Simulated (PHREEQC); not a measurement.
PHREEQC input (ion-association model, phreeqc.dat):

```
SOLUTION_MASTER_SPECIES
  Amm  AmmH+  0  AmmH  17.031  # ammonia with no redox link, constants of NH4+
SOLUTION_SPECIES
  AmmH+ = AmmH+
    -log_k 0
    -gamma 2.5 0
    -dw 1.98e-9
  AmmH+ = Amm + H+
    -log_k -9.252
    -delta_h 12.48 kcal
    -analytic 0.6322 -0.001225 -2835.76
    -dw 2.28e-9
  AmmH+ + SO4-2 = AmmHSO4-
    -log_k 1.11
PHASES
  Amm(g)
    Amm = Amm
    -log_k 1.7966
    -analytic -18.758 3.3670e-4 2.5113e3 4.8619 39.192
    -T_c 405.6
    -P_c 111.3
    -Omega 0.25
EXCHANGE_SPECIES
  AmmH+ + X- = AmmHX
    -log_k 0.6
    -gamma 2.5 0
    -delta_h -2.4
SOLUTION 0
  temp 15
  units mmol/kgw
  pH 7 charge
  S(6) 0.34
  Amm 0.68
  Cl 0.01
  O(0) 1 O2(g) -0.68
SOLUTION 1-30
  temp 15
  units mmol/kgw
  pH 7 charge
  Cl 200.01
  Ca 100
  O(0) 1 O2(g) -0.68
END
EXCHANGE 1-30
  X 0.00029
  -equilibrate 1
END
SELECTED_OUTPUT 1
  -reset false
  -pH true
  -pe true
  -ionic_strength true
  -water true
  -step true
  -totals Amm Ca Cl S S(-2) S(6)
  -molalities CaX2 AmmHX
  -saturation_indices Gypsum
PRINT
  -reset false
TRANSPORT
  -cells 30
  -shifts 90
  -lengths 0.0333333
  -time_step 60
  -dispersivities 0.035
  -boundary_conditions flux flux
  -correct_disp true
  -punch_cells 30
  -punch_frequency 3
END
```

Selected output (columns that matter, 22 of 31 rows; pore volumes added in front):

```
pore volumes	pH	mu	Amm	Ca	Cl	S	si_Gypsum
0	5.1052	0.30001	0	0.1	0.20001	0	-1000
0.1167	5.1052	0.30001	0	0.1	0.20001	0	-1000
0.3167	5.1052	0.30001	9.653e-10	0.1	0.20001	5.1047e-10	-7.1685
0.4167	5.1051	0.29989	2.6151e-07	0.09996	0.19993	1.3533e-07	-4.7451
0.6167	5.1043	0.28731	2.8259e-05	0.095763	0.19153	1.4408e-05	-2.7218
0.7167	5.1026	0.2617	8.5491e-05	0.087218	0.17444	4.3461e-05	-2.2505
0.9167	5.0946	0.17351	0.00028284	0.057784	0.11557	0.00014354	-1.7677
1.0167	5.0884	0.12698	0.00038657	0.042252	0.084508	0.00019635	-1.6601
1.1167	5.0811	0.087643	0.00047353	0.029112	0.058225	0.00024104	-1.6079
1.3167	5.0645	0.0365	0.00058246	0.012005	0.024003	0.00029921	-1.6246
1.4167	5.0562	0.022479	0.00060895	0.0073001	0.014589	0.00031522	-1.6843
1.6167	5.0419	0.0082516	0.00062699	0.0025002	0.0049744	0.00033156	-1.902
1.7167	5.0364	0.0050933	0.00062592	0.0014253	0.002816	0.00033523	-2.058
1.9167	5.0291	0.0022708	0.00061685	0.00045732	0.00086438	0.00033855	-2.4412
2.0167	5.0271	0.0017112	0.00061242	0.00026421	0.0004724	0.00033921	-2.65
2.1167	5.0258	0.0014061	0.00060967	0.00015857	0.00025764	0.00033958	-2.8536
2.3167	5.0245	0.0011519	0.00061123	6.8875e-05	7.9214e-05	0.00033988	-3.1991
2.4167	5.0243	0.0011035	0.00061508	5.0497e-05	4.62e-05	0.00033994	-3.3305
2.6167	5.024	0.0010616	0.00062529	3.2203e-05	1.9734e-05	0.00033998	-3.5228
2.7167	5.024	0.0010528	0.00063038	2.7309e-05	1.5012e-05	0.00033999	-3.5937
2.9167	5.0239	0.0010438	0.00063905	2.1127e-05	1.1313e-05	0.00034	-3.7044
3.0167	5.0239	0.0010414	0.00064256	1.9054e-05	1.0669e-05	0.00034	-3.749
```
